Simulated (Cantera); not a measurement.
# Nb + O2 + H2 (tantalum, niobium, vanadium and zirconium in process gases)

Feed: 1 mol Nb, a varied amount of O2, 230 mol H2, at 927 °C and 1.80 bar.

Equilibrium computed with Cantera from the NASA thermochemical tables; the gas is ideal and each condensed phase is pure. Candidate condensed phases: H2O, Nb, NbO, NbO2, Nb2O5; 12 gas species. Mutual solubility and eutectic melting of coexisting phases are not modelled. NbO: taken at fixed stoichiometry. Condensed phases not in the tables: the oxides between NbO2 and Nb2O5. Rates play no part.

From 0.55 mol O2 to 1 mol O2 the condensed part is NbO(s) + NbO2(s). From 1.4 mol O2 to 2.7 mol O2 the condensed part is NbO2(s). From 3.8 mol O2 to 9.8 mol O2 the condensed part is Nb2O5(s).

```json
[
 {"n(O2) (mol)": "0.55", "x H2": "1.000", "x H2O": "0.000164", "x H": "1.47e-7", "n NbO(s)": "0.938", "n NbO2(s)": "0.0622", "n Nb2O5(s)": "0"},
 {"n(O2) (mol)": "0.76", "x H2": "1.000", "x H2O": "0.000164", "x H": "1.47e-7", "n NbO(s)": "0.518", "n NbO2(s)": "0.482", "n Nb2O5(s)": "0"},
 {"n(O2) (mol)": "1", "x H2": "1.000", "x H2O": "0.000164", "x H": "1.47e-7", "n NbO(s)": "0.0378", "n NbO2(s)": "0.962", "n Nb2O5(s)": "0"},
 {"n(O2) (mol)": "1.4", "x H2": "0.997", "x H2O": "0.00348", "x H": "1.47e-7", "n NbO(s)": "0", "n NbO2(s)": "1.00", "n Nb2O5(s)": "0"},
 {"n(O2) (mol)": "2", "x H2": "0.991", "x H2O": "0.00870", "x H": "1.46e-7", "n NbO(s)": "0", "n NbO2(s)": "1.00", "n Nb2O5(s)": "0"},
 {"n(O2) (mol)": "2.7", "x H2": "0.985", "x H2O": "0.0148", "x H": "1.46e-7", "n NbO(s)": "0", "n NbO2(s)": "1.00", "n Nb2O5(s)": "0"},
 {"n(O2) (mol)": "3.8", "x H2": "0.978", "x H2O": "0.0222", "x H": "1.45e-7", "n NbO(s)": "0", "n NbO2(s)": "0", "n Nb2O5(s)": "0.500"},
 {"n(O2) (mol)": "5.2", "x H2": "0.966", "x H2O": "0.0343", "x H": "1.45e-7", "n NbO(s)": "0", "n NbO2(s)": "0", "n Nb2O5(s)": "0.500"},
 {"n(O2) (mol)": "7.1", "x H2": "0.949", "x H2O": "0.0509", "x H": "1.43e-7", "n NbO(s)": "0", "n NbO2(s)": "0", "n Nb2O5(s)": "0.500"},
 {"n(O2) (mol)": "9.8", "x H2": "0.926", "x H2O": "0.0743", "x H": "1.42e-7", "n NbO(s)": "0", "n NbO2(s)": "0", "n Nb2O5(s)": "0.500"}
]
```
x: gas mole fraction; n: condensed amount in mol.
